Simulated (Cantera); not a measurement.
## TiO2 + H2 + N2 (hydrogen reduction and annealing atmospheres)

Feed: 1 mol TiO2, 110 mol H2, 10 mol N2, equilibrated at 0.100 bar.

These are equilibrium values from Cantera (NASA tables, ideal gas, pure condensed phases), not measurements of a reactor. Candidate condensed phases: H2O, Ti, TiN, TiO, TiO2, Ti2O3, Ti3O5, Ti4O7; 27 gas species. Mutual solubility and eutectic melting of coexisting phases are not modelled. Condensed phases not in the tables: Magnéli phases beyond Ti4O7. Rates play no part.

At 1123 K the condensed part is TiO2(rutile) + Ti4O7(s). From 1273 K to 1423 K the condensed part is Ti4O7(s). From 1573 K to 1873 K the condensed part is Ti3O5(s). At 2023 K the condensed part is Ti2O3(s) + Ti3O5(s). At 2173 K the condensed part is Ti3O5(l).

| T (K) | log p H2 | log p N2 | log p H | log p H2O | log p TiO | log p NH3 | log p OH | log p TiO2 | n TiO2(rutile) | n Ti4O7(s) | n Ti3O5(s) | n Ti2O3(s) | n Ti3O5(l) |
|---|---|---|---|---|---|---|---|---|---|---|---|---|---|
| 1123 | -1.04 | -2.08 | -7.89 | -4.41 | <-13 | -6.15 | <-13 | <-13 | 0.813 | 0.0467 | 0 | 0 | 0 |
| 1273 | -1.04 | -2.08 | -6.67 | -3.68 | <-13 | -6.46 | -11.25 | <-13 | 0 | 0.250 | 0 | 0 | 0 |
| 1423 | -1.04 | -2.08 | -5.70 | -3.68 | <-13 | -6.70 | -10.00 | <-13 | 0 | 0.250 | 0 | 0 | 0 |
| 1573 | -1.04 | -2.08 | -4.91 | -3.56 | -11.40 | -6.90 | -8.87 | -11.27 | 0 | 0 | 0.333 | 0 | 0 |
| 1723 | -1.04 | -2.08 | -4.26 | -3.56 | -9.45 | -7.06 | -8.04 | -9.64 | 0 | 0 | 0.333 | 0 | 0 |
| 1873 | -1.04 | -2.08 | -3.71 | -3.56 | -7.82 | -7.20 | -7.34 | -8.28 | 0 | 0 | 0.333 | 0 | 0 |
| 2023 | -1.04 | -2.08 | -3.24 | -3.48 | -6.50 | -7.32 | -6.66 | -7.10 | 0 | 0 | 0.202 | 0.197 | 0 |
| 2173 | -1.05 | -2.08 | -2.84 | -3.56 | -5.36 | -7.42 | -6.22 | -6.22 | 0 | 0 | 0 | 0 | 0.331 |
log p: log10 of the partial pressure in bar; n: condensed amount in mol.
